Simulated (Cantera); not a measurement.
# Equilibrium for nitride etching: AlN + O2 + Cl2

Charge: 1 mol AlN, 1.4 mol O2, 35 mol Cl2, equilibrated at 7.50 Torr.

Cantera equilibrium calculation (NASA polynomials, part measured and part estimated; ideal gas, pure solids and liquids). Candidate condensed phases: Al, AlCl3, AlN, Al2O3; 24 gas species. The tables' values for AlCl2 are old estimates; treat these amounts as uncertain. Condensed phases not in the tables: AlOCl. Kinetics and transport are ignored.

| T (K) | x Cl2 | x Cl | x O2 | x AlCl3 | x N2 | x O | x ClO | x NO | n Al2O3(s) |
|---|---|---|---|---|---|---|---|---|---|
| 823 | 0.968 | 0.000155 | 0.0180 | 2.05e-9 | 0.0138 | <1e-12 | 2.30e-7 | 1.14e-7 | 0.500 |
| 923 | 0.967 | 0.00110 | 0.0180 | 1.07e-7 | 0.0138 | 1.67e-11 | 1.15e-6 | 4.84e-7 | 0.500 |
| 1023 | 0.963 | 0.00534 | 0.0179 | 2.54e-6 | 0.0138 | 4.17e-10 | 4.18e-6 | 1.55e-6 | 0.500 |
| 1123 | 0.949 | 0.0195 | 0.0178 | 3.34e-5 | 0.0137 | 5.87e-9 | 1.20e-5 | 4.01e-6 | 0.499 |
| 1223 | 0.911 | 0.0571 | 0.0177 | 0.000274 | 0.0134 | 5.37e-8 | 2.86e-5 | 8.80e-6 | 0.495 |
| 1323 | 0.830 | 0.138 | 0.0178 | 0.00147 | 0.0129 | 3.55e-7 | 5.84e-5 | 1.71e-5 | 0.471 |
| 1423 | 0.684 | 0.280 | 0.0191 | 0.00496 | 0.0119 | 1.86e-6 | 0.000105 | 3.04e-5 | 0.396 |
| 1523 | 0.484 | 0.473 | 0.0214 | 0.0104 | 0.0105 | 8.07e-6 | 0.000165 | 5.04e-5 | 0.252 |
| 1623 | 0.284 | 0.670 | 0.0227 | 0.0146 | 0.00911 | 2.86e-5 | 0.000214 | 7.54e-5 | 0.102 |
| 1723 | 0.141 | 0.814 | 0.0216 | 0.0149 | 0.00810 | 8.35e-5 | 0.000229 | 0.000103 | 0.0418 |
| 1823 | 0.0648 | 0.895 | 0.0191 | 0.0127 | 0.00753 | 0.000209 | 0.000216 | 0.000132 | 0.0807 |
| 1923 | 0.0297 | 0.936 | 0.0166 | 0.00988 | 0.00724 | 0.000466 | 0.000193 | 0.000166 | 0.157 |
x: gas mole fraction; n: condensed amount in mol.

From 823 K to 1923 K the condensed part is Al2O3(s).
